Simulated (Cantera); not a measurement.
A perfectly stirred reactor is fed with CH4 : C2H6 : O2 : N2 : CO2 = 1 : 0.055 : 3.37 : 12.7 : 1.8 (molar parts), equivalence ratio 0.65, at 2.27 atm; it is adiabatic with a 598 K inlet, and is followed from long to short residence time, starting on the burning branch (τ in s: 0.03, 0.013, 0.0059, 0.0026, 0.0012, 0.00051, 0.00023, 0.0001, 4.4e-05, 2e-05).

Computed with Cantera and GRI-Mech 3.0 (53 species, 325 reactions).

x: mole fraction; the columns are a selection and need not sum to one.

| τ (s) | T (K) | x CH4 | x C2H6 | x O2 | x CH2O | x HCN | x NO | x C2H2 |
|---|---|---|---|---|---|---|---|---|
| 0.030 | 1803 | 1.58e-5 | 2.02e-7 | 0.0623 | ___ | 8.44e-9 | 1.27e-5 | 4.42e-7 |
| 0.013 | 1797 | 2.75e-5 | 3.69e-7 | 0.0625 | ___ | 1.16e-8 | 1.13e-5 | 6.02e-7 |
| 0.0059 | 1788 | 4.64e-5 | 6.46e-7 | 0.0629 | ___ | 1.61e-8 | 9.98e-6 | 7.62e-7 |
| 0.0026 | 1772 | 8.12e-5 | 1.15e-6 | 0.0636 | ___ | 2.36e-8 | 8.45e-6 | 9.18e-7 |
| 0.0012 | 1750 | 0.000142 | 2.03e-6 | 0.0647 | ___ | 3.57e-8 | 7.00e-6 | 1.04e-6 |
| 0.00051 | 1712 | 0.000281 | 4.02e-6 | 0.0668 | ___ | 5.95e-8 | 5.44e-6 | 1.18e-6 |
| 0.00023 | 1655 | 0.000626 | 8.90e-6 | 0.0707 | ___ | 9.85e-8 | 3.63e-6 | 1.49e-6 |
| 0.00010 | 598 | 0.0528 | 0.00291 | 0.178 | <1e-12 | <1e-12 | <1e-12 | <1e-12 |
| 4.4e-5 | 598 | 0.0528 | 0.00291 | 0.178 | <1e-12 | <1e-12 | <1e-12 | <1e-12 |
| 2.0e-5 | 598 | 0.0528 | 0.00291 | 0.178 | <1e-12 | <1e-12 | <1e-12 | <1e-12 |

Task: Fill in the missing entries.

Result: 
- 0.030, x CH2O: 1.97e-6
- 0.013, x CH2O: 3.54e-6
- 0.0059, x CH2O: 6.15e-6
- 0.0026, x CH2O: 1.09e-5
- 0.0012, x CH2O: 1.91e-5
- 0.00051, x CH2O: 3.66e-5
- 0.00023, x CH2O: 7.48e-5
